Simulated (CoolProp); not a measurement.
Neopentane along the isobar 769 kPa: Z from the reference equation and from simpler models built on Tc = 160.6 °C, pc = 3196 kPa, ω = 0.196; each cubic takes its own stable root.

Model: reference Helmholtz-energy equation of state, Lemmon 2006, in CoolProp. It is a short technical equation, of lower accuracy than the large ones.

| T (°C) | phase | reference |
|---|---|---|
| 72.55 | liquid | 0.03665 |
| 87.35 | gas | 0.8269 |
| 102.15 | gas | 0.8528 |
| 116.95 | gas | 0.8730 |
| 131.75 | gas | 0.8894 |
| 146.55 | gas | 0.9029 |
| 161.35 | gas | 0.9141 |
| 176.05 | gas | 0.9237 |
| 190.85 | gas | 0.9319 |
| 205.65 | gas | 0.9390 |
| 220.45 | gas | 0.9451 |
| 235.25 | gas | 0.9506 |

How far does each simpler model (Soave-Redlich-Kwong, Peng-Robinson) lie from the reference over these 12 states: mean and median of the absolute difference, and the worst?


- Soave-Redlich-Kwong: mean 0.8 %, median 0.1 %, worst +8.4 % at 72.55 °C and 769 kPa
- Peng-Robinson: mean 1.2 %, median 0.9 %, worst -4.5 % at 72.55 °C and 769 kPa
